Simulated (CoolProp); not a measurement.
Vapour-liquid equilibrium of ethane (1) + n-pentane (2) at -24.35 °C; x and y are mole fractions of (1).

Model: multi-fluid Helmholtz-energy mixture model, Bücker 2006 and Thol 2019; pair parameters Kunz 2012, in CoolProp.

Give the bubble pressure and the first vapour's composition at x = 0.05, 0.2, 0.35. Is there an azeotrope?

x = 0.05: 0.6944 bar, y = 0.900; x = 0.2: 2.562 bar, y = 0.975; x = 0.35: 4.397 bar, y = 0.987. No azeotrope shows between x = 0.05 and 0.95.

The pair parameters rest on a limited set of measurements; away from them the model extrapolates.
